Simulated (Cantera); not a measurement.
A closed system holds: 1 mol Si, a varied amount of CO2, 11 mol H2, at 925 °C and 0.560 bar.

Cantera equilibrium calculation (NASA polynomials, part measured and part estimated; ideal gas, pure solids and liquids). Candidate condensed phases: C, C6H6, C7H8, C8H18, H2O, Si, SiC, SiO2; 123 gas species. Mutual solubility and eutectic melting of coexisting phases are not modelled. The tables hold silica as quartz up to 1696 K and as liquid above; real silica turns to tridymite and cristobalite and melts near 1996 K. Equilibrium is a limit: real reactors are often held back by kinetics, nucleation or transport.

### Question
At 1 mol CO2, list the 3 most abundant gas species with their mole fractions, and the condensed phases.

### Answer
H2 0.991, CH4 0.00881, CO 9.28e-5. Condensed: C(graphite) + SiC(s) + SiO2(β-quartz).
